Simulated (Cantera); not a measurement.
A Cantera script and its output.

```python
import numpy as np
import cantera as ct

gas = ct.Solution("gri30.yaml")
gas.TPX = 573, 1000000, {'CH4': 1, 'C2H6': 0.068, 'C3H8': 0.075, 'O2': 3.48, 'N2': 16, 'CO2': 0.39}
flame = ct.FreeFlame(gas, width=0.008)
flame.set_refine_criteria(ratio=3, slope=0.08, curve=0.16)
flame.transport_model = "mixture-averaged"
flame.solve(loglevel=0, auto=True)
z, T = flame.grid, flame.T
thick = (T[-1] - T[0]) / np.gradient(T, z).max()
show = ['CH4', 'C2H6', 'C3H8', 'C2H4', 'C2H2', 'CO2']
print(f"laminar burning velocity  {flame.velocity[0] * 100:.3f} cm/s")
print(f"burnt temperature         {T[-1]:.1f} K")
print(f"thermal thickness         {thick * 1e3:.4f} mm")
print(f"grid points               {len(z)}")
z0 = z[flame.heat_release_rate.argmax()]
print(f"{'z/mm':>9s}{'T/K':>9s}{'u/(m/s)':>9s}" + "".join(f"{s:>11s}" for s in show))
rows = []
for k in (-3, -2, -1.5, -1, -0.5, -0.25, 0, 0.25, 0.5, 1, 2, 4, 8):
    zz = z0 + k * thick
    rows.append([k * thick, np.interp(zz, z, T), np.interp(zz, z, flame.velocity),
                 *(np.interp(zz, z, flame.X[gas.species_index(s)]) for s in show)])
    print(f"{rows[-1][0] * 1e3:9.3f}{rows[-1][1]:9.1f}{rows[-1][2]:9.3f}" + "".join(f"{x:11.3e}" for x in rows[-1][3:]))
```

Output:

```
laminar burning velocity  18.594 cm/s
burnt temperature         1922.3 K
thermal thickness         0.1322 mm
grid points               133
     z/mm      T/K  u/(m/s)        CH4       C2H6       C3H8       C2H4       C2H2        CO2
   -0.397    574.6    0.187  4.748e-02  3.234e-03  3.568e-03  8.220e-07  2.934e-08  1.856e-02
   -0.264    585.4    0.190  4.691e-02  3.224e-03  3.562e-03  9.619e-06  3.313e-07  1.862e-02
   -0.198    616.9    0.201  4.542e-02  3.183e-03  3.540e-03  4.626e-05  1.554e-06  1.895e-02
   -0.132    732.4    0.239  4.037e-02  2.966e-03  3.375e-03  2.350e-04  7.712e-06  2.082e-02
   -0.066   1091.6    0.359  2.534e-02  1.894e-03  2.128e-03  1.052e-03  3.534e-05  3.022e-02
   -0.033   1399.8    0.462  1.261e-02  7.773e-04  6.198e-04  1.401e-03  6.676e-05  4.150e-02
    0.000   1701.7    0.562  1.850e-03  3.125e-05  5.140e-06  2.765e-04  6.187e-05  5.802e-02
    0.033   1829.2    0.601  3.369e-05  1.099e-08  1.026e-10  1.899e-06  2.141e-06  7.153e-02
    0.066   1875.1    0.614  4.934e-07  3.285e-12  2.302e-15  9.828e-09  3.434e-08  7.737e-02
    0.132   1906.4    0.623  5.499e-10  1.368e-17  2.269e-22  2.628e-12  1.325e-10  8.091e-02
    0.264   1919.1    0.626  2.172e-13  4.183e-23  7.554e-31  8.448e-17  2.014e-12  8.215e-02
    0.529   1922.0    0.627  5.998e-14  3.208e-25  1.049e-35  2.107e-19  1.000e-13  8.241e-02
    1.058   1922.3    0.627  3.391e-14  2.358e-26  3.531e-36  8.996e-21  4.665e-15  8.243e-02
```

Model: GRI-Mech 3.0 (53 species, 325 reactions), integrated in Cantera. Burning velocities carry a grid error of a few per cent, more on coarse grids.
